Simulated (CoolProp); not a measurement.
Vapour-liquid equilibrium of benzene (1) + cyclohexane (2) at 15.7 bar; x and y are mole fractions of (1).

Values from CoolProp's multi-fluid Helmholtz-energy mixture model, Thol 2012 and Zhou 2014; pair parameters Bell 2016.

**Question.** Give the bubble temperature and the first vapour's composition at x = 0.05, 0.55, 0.85. Is there an azeotrope?

**Answer.** x = 0.05: 208.9 °C, y = 0.060; x = 0.55: 203.5 °C, y = 0.560; x = 0.85: 204.0 °C, y = 0.839. y crosses x between x = 0.65 and 0.75: the model has an azeotrope there.

The pair parameters rest on a limited set of measurements; away from them the model extrapolates.
